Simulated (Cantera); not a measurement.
A freely propagating, adiabatic, planar premixed flame of H₂ : O₂ : N₂ : H₂O = 1 : 0.185 : 0.696 : 0.066 (molar parts), equivalence ratio 2.7, unburnt at 600 K and 0.440 bar; mixture-averaged transport, grid criteria slope 0.08 and curve 0.16, no radiation.

Computed with Cantera and the H2/O2 subset of GRI-Mech 3.0, which has no nitrogen chemistry. Burning velocities carry a grid error of a few per cent, more on coarse grids.

x: mole fraction of selected species; z is measured from the peak of heat release.

```tsv
z (mm)	T (K)	u (m/s)	x H₂	x O₂	x H₂O	x OH	x H₂O₂	x HO₂
-4.03	600	7.30	0.514	0.0950	0.0339	<1e-8	<1e-8	<1e-8
-2.69	600	7.30	0.514	0.0950	0.0339	<1e-8	<1e-8	<1e-8
-2.02	600	7.30	0.514	0.0950	0.0339	<1e-8	<1e-8	<1e-8
-1.34	600	7.30	0.514	0.0950	0.0339	<1e-8	<1e-8	1.38e-6
-0.672	622	7.54	0.511	0.0947	0.0353	5.04e-5	1.99e-6	0.000130
-0.336	792	9.44	0.485	0.0895	0.0512	0.000300	2.30e-6	7.96e-5
0	1130	13.1	0.395	0.0571	0.122	0.00113	4.38e-7	3.19e-5
0.336	1360	15.7	0.314	0.0120	0.210	0.00174	2.28e-7	6.27e-6
0.672	1452	16.7	0.301	0.00157	0.231	0.00171	1.40e-7	7.70e-7
1.34	1543	17.7	0.307	0.000179	0.236	0.00190	1.19e-7	8.68e-8
2.69	1642	18.7	0.316	(withheld)	0.237	0.00202	(withheld)	(withheld)
5.38	1741	19.6	0.326	7.23e-5	0.239	0.00195	5.53e-8	3.58e-8
10.8	1829	20.5	0.335	4.06e-5	0.242	0.00168	2.93e-8	2.18e-8
```

Task: Some entries are withheld; supply them.

Result: 
- 2.69, x O₂: 0.000109
- 2.69, x H₂O₂: 8.96e-8
- 2.69, x HO₂: 5.26e-8
